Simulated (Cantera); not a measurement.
A Cantera script and its output.

```python
import numpy as np
import cantera as ct

gas = ct.Solution("gri30.yaml")
gas.TPX = 398, 100000, {'CH4': 1, 'O2': 1.54, 'N2': 5.78}
flame = ct.FreeFlame(gas, width=0.04)
flame.set_refine_criteria(ratio=3, slope=0.08, curve=0.16)
flame.transport_model = "unity-Lewis-number"
flame.solve(loglevel=0, auto=True)
z, T = flame.grid, flame.T
thick = (T[-1] - T[0]) / np.gradient(T, z).max()
show = ['CH4', 'O2', 'CO', 'O', 'H2O', 'CO2']
print(f"laminar burning velocity  {flame.velocity[0] * 100:.3f} cm/s")
print(f"burnt temperature         {T[-1]:.1f} K")
print(f"thermal thickness         {thick * 1e3:.4f} mm")
print(f"grid points               {len(z)}")
z0 = z[flame.heat_release_rate.argmax()]
print(f"{'z/mm':>9s}{'T/K':>9s}{'u/(m/s)':>9s}" + "".join(f"{s:>11s}" for s in show))
rows = []
for k in (-3, -2, -1.5, -1, -0.5, -0.25, 0, 0.25, 0.5, 1, 2, 4, 8):
    zz = z0 + k * thick
    rows.append([k * thick, np.interp(zz, z, T), np.interp(zz, z, flame.velocity),
                 *(np.interp(zz, z, flame.X[gas.species_index(s)]) for s in show)])
    print(f"{rows[-1][0] * 1e3:9.3f}{rows[-1][1]:9.1f}{rows[-1][2]:9.3f}" + "".join(f"{x:11.3e}" for x in rows[-1][3:]))
```

Output:

```
laminar burning velocity  26.489 cm/s
burnt temperature         2121.2 K
thermal thickness         0.7055 mm
grid points               136
     z/mm      T/K  u/(m/s)        CH4         O2         CO          O        H2O        CO2
   -2.117    398.6    0.265  1.202e-01  1.850e-01  2.204e-05  5.870e-14  5.640e-05  1.240e-05
   -1.411    404.5    0.269  1.197e-01  1.845e-01  2.464e-04  2.667e-12  6.306e-04  1.386e-04
   -1.058    431.2    0.287  1.179e-01  1.819e-01  1.271e-03  3.548e-11  3.253e-03  7.152e-04
   -0.706    589.4    0.395  1.064e-01  1.662e-01  7.504e-03  1.050e-09  1.920e-02  4.222e-03
   -0.353   1115.6    0.762  6.486e-02  1.092e-01  3.025e-02  1.022e-06  7.729e-02  1.702e-02
   -0.176   1524.8    1.060  3.063e-02  6.156e-02  4.923e-02  2.735e-05  1.254e-01  2.782e-02
    0.000   1891.4    1.337  3.985e-03  1.745e-02  6.533e-02  2.806e-04  1.672e-01  3.945e-02
    0.176   2005.6    1.422  9.296e-05  3.142e-03  6.487e-02  6.045e-04  1.770e-01  4.751e-02
    0.353   2030.1    1.437  2.058e-06  1.238e-03  6.215e-02  5.613e-04  1.773e-01  5.081e-02
    0.706   2055.4    1.452  8.825e-09  6.601e-04  6.096e-02  3.583e-04  1.783e-01  5.224e-02
    1.411   2081.1    1.467  1.731e-11  3.188e-04  6.099e-02  1.724e-04  1.803e-01  5.245e-02
    2.822   2101.3    1.479  1.764e-13  1.207e-04  6.121e-02  6.470e-05  1.821e-01  5.242e-02
    5.644   2113.9    1.487  2.310e-13  3.915e-05  6.138e-02  2.100e-05  1.832e-01  5.236e-02
```

Cantera simulation using GRI-Mech 3.0 (53 species, 325 reactions); the numbers are that mechanism's predictions, not measurements. Unity Lewis numbers drop preferential diffusion, which matters most where H2 and H carry the flame. Burning velocities carry a grid error of a few per cent, more on coarse grids.
